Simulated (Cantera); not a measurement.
Input: 1 mol MgCO3, 0.21 mol C, 3.1 mol O2, held at 1577 °C and 16.0 mbar.

Equilibrium computed with Cantera from the NASA thermochemical tables; the gas is ideal and each condensed phase is pure. Equilibrium is a limit: real reactors are often held back by kinetics, nucleation or transport.

```csv
species,before,after
O2,0.704,0.697
CO2,0.294,0.285
O,0.00128,0.00999
Mg,7.43e-8,3.60e-5
CO,0.000943,0.00721
"MgO(s), mol",1.000,1.000
```
Gas species are given as mole fractions.

Task: What was changed between the two runs?
A) pressure from 16.0 mbar to 26.0 Pa
B) C from 0.21 to 0.65 mol
C) O2 from 3.1 to 0.046 mol
D) C from 0.21 to 0.83 mol

Result: A, pressure from 16.0 mbar to 26.0 Pa
